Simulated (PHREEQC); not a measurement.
Make-up at 25 °C: 1.5 mmol/kgw FeSO4, 0.056 mmol/kgw CuCl2, 1.4 mmol/kgw NaF and 5 mmol/kgw Na2SO4. Closed to the air; pH follows from the charge balance.

All values are PHREEQC results (ion-association model, wateq4f.dat), not measurements.

No solid was allowed to form.

### Question
What pH, ionic strength does the model give?

### Answer
pH 6.12; ionic strength 0.0205 mol/kgw.

### Question
In which forms is Cu present?

### Answer
Cu+2 68 %, CuSO4 28 %, Cu(OH)2 1.5 %, CuF+ 1.0 %, CuOH+ 0.6 % of the Cu.

The solution is supersaturated, for example in Brochantite, so a real one may precipitate; this is no full list. Species that the database lacks are ignored. Fluoro complexes past AlF4- and FeF3 are missing from the database.
